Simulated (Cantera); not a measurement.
A closed system holds: 1 mol Si, 0.027 mol CO₂, 130 mol H₂, equilibrated at 973 K and 0.0133 bar.

These are equilibrium values from Cantera (NASA tables, ideal gas, pure condensed phases), not measurements of a reactor. Candidate condensed phases: C, C₆H₆, C₇H₈, C₈H₁₈, H₂O, Si, SiC, SiO₂; 123 gas species. The numbers say what is thermodynamically allowed, not how fast it happens.

Base state: H₂ 1.000 (mole fractions); condensed: Si(s) + SiC(s) + SiO₂(β-quartz).

Task: What changes in the equilibrium state with this change: Si replaced by Si₃N₄?

Result: 
| species | before | after |
|---|---|---|
| H₂ | 1.000 | 1.000 |
| CH₄ | 5.23e-7 | 0.000208 |
| N₂ | 0 | 0.000138 |
| Si(s), mol | 0.946 | 0 |
| SiC(s), mol | 0.0269 | 0 |
| SiO₂(β-quartz), mol | 0.0270 | 0 |
| Si₂N₂O(s), mol | 0 | 0.0540 |
| Si₃N₄(s), mol | 0 | 0.964 |
Further candidate phases: Si₂N₂O, Si₃N₄.

Task: What changes in the equilibrium state with this change: temperature from 973 K to 1600 K?

Result: 
```json
[
 {"species": "H₂", "before": "1.000", "after": "0.999"},
 {"species": "H", "before": "9.36e-9", "after": "0.000471"},
 {"species": "SiO", "before": "1.22e-8", "after": "0.000400"},
 {"species": "CO", "before": "<1e-9", "after": "1.52e-5"},
 {"species": "Si(s), mol", "before": "0.946", "after": "0.921"},
 {"species": "SiC(s), mol", "before": "0.0269", "after": "0.0250"},
 {"species": "SiO₂(β-quartz), mol", "before": "0.0270", "after": "0"}
]
```
Mutual solubility and eutectic melting of coexisting phases are not modelled.
